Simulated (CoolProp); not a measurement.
A simple Rankine cycle with methanol: condensing at 317.15 K, boiler at 1.61 MPa, turbine inlet 469.4 K, turbine efficiency 0.8, pump efficiency 0.8, no recuperator. Each further row changes one setting.

Model: reference Helmholtz-energy equation of state, de Reuck 1993, in CoolProp.

```tsv
case	thermal efficiency (%)	net work (kJ/kg)	heat in (kJ/kg)	turbine exit temperature (K)	volume ratio over the turbine
as stated	18.8	252	1340	317.1	?
turbine inlet 489.4 K	19.1	?	?	317.1	25.5
condensing temperature 309.15 K	20.0	273	1360	309.1	37.2
boiler pressure 1.13 MPa	17.4	237	?	317.1	?
turbine efficiency 0.7	?	220	1340	317.1	?
```

Task: Complete the blanks.

Result: 
- as stated, volume ratio over the turbine: 26.4
- turbine inlet 489.4 K, net work (kJ/kg): 265
- turbine inlet 489.4 K, heat in (kJ/kg): 1390
- boiler pressure 1.13 MPa, heat in (kJ/kg): 1370
- boiler pressure 1.13 MPa, volume ratio over the turbine: 18.4
- turbine efficiency 0.7, thermal efficiency (%): 16.4
- turbine efficiency 0.7, volume ratio over the turbine: 27.2

The expansion ends wet for: as stated; turbine inlet 489.4 K; condensing temperature 309.15 K; boiler pressure 1.13 MPa; turbine efficiency 0.7.
